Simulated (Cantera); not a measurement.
Input (Python, Cantera):

```python
import numpy as np
import cantera as ct

gas = ct.Solution("gri30.yaml")
gas.TPX = 423, 120000, {'CH4': 1.3, 'CO': 0.082, 'O2': 2.04, 'N2': 8.57}
flame = ct.FreeFlame(gas, width=0.035)
flame.set_refine_criteria(ratio=3, slope=0.08, curve=0.16)
flame.transport_model = "mixture-averaged"
flame.solve(loglevel=0, auto=True)
z, T = flame.grid, flame.T
thick = (T[-1] - T[0]) / np.gradient(T, z).max()
show = ['CH4', 'CO', 'O2', 'NO', 'H2O', 'C2H']
print(f"laminar burning velocity  {flame.velocity[0] * 100:.3f} cm/s")
print(f"burnt temperature         {T[-1]:.1f} K")
print(f"thermal thickness         {thick * 1e3:.4f} mm")
print(f"grid points               {len(z)}")
z0 = z[flame.heat_release_rate.argmax()]
print(f"{'z/mm':>9s}{'T/K':>9s}{'u/(m/s)':>9s}" + "".join(f"{s:>11s}" for s in show))
rows = []
for k in (-3, -2, -1.5, -1, -0.5, -0.25, 0, 0.25, 0.5, 1, 2, 4, 8):
    zz = z0 + k * thick
    rows.append([k * thick, np.interp(zz, z, T), np.interp(zz, z, flame.velocity),
                 *(np.interp(zz, z, flame.X[gas.species_index(s)]) for s in show)])
    print(f"{rows[-1][0] * 1e3:9.3f}{rows[-1][1]:9.1f}{rows[-1][2]:9.3f}" + "".join(f"{x:11.3e}" for x in rows[-1][3:]))
```

Output:

```
laminar burning velocity  34.240 cm/s
burnt temperature         2050.6 K
thermal thickness         0.5236 mm
grid points               146
     z/mm      T/K  u/(m/s)        CH4         CO         O2         NO        H2O        C2H
   -1.571    423.5    0.344  1.081e-01  6.829e-03  1.697e-01  7.572e-10  7.026e-05  2.897e-27
   -1.047    428.6    0.349  1.073e-01  6.892e-03  1.688e-01  1.094e-08  7.744e-04  7.748e-24
   -0.785    447.9    0.367  1.055e-01  7.256e-03  1.669e-01  6.077e-08  3.244e-03  2.435e-21
   -0.524    573.4    0.474  9.656e-02  1.046e-02  1.573e-01  6.907e-07  1.797e-02  6.427e-17
   -0.262   1057.5    0.891  6.287e-02  2.786e-02  1.142e-01  7.292e-06  7.028e-02  3.569e-11
   -0.131   1449.0    1.233  3.345e-02  4.589e-02  7.255e-02  1.481e-05  1.115e-01  1.022e-08
    0.000   1791.6    1.536  8.182e-03  6.313e-02  2.956e-02  2.616e-05  1.486e-01  4.081e-07
    0.131   1936.1    1.659  8.032e-04  6.583e-02  7.979e-03  4.283e-05  1.642e-01  6.111e-07
    0.262   1970.9    1.684  6.145e-05  6.186e-02  2.145e-03  5.732e-05  1.667e-01  1.488e-07
    0.524   1990.2    1.696  6.890e-07  5.775e-02  4.816e-04  7.102e-05  1.659e-01  5.389e-09
    1.047   2008.1    1.708  2.461e-09  5.671e-02  2.425e-04  7.868e-05  1.661e-01  3.406e-11
    2.094   2025.7    1.722  6.176e-12  5.693e-02  1.161e-04  8.145e-05  1.672e-01  5.701e-14
    4.189   2039.3    1.732  2.912e-13  5.720e-02  4.290e-05  8.210e-05  1.682e-01  7.519e-17
```

Computed with Cantera and GRI-Mech 3.0 (53 species, 325 reactions). Burning velocities carry a grid error of a few per cent, more on coarse grids.
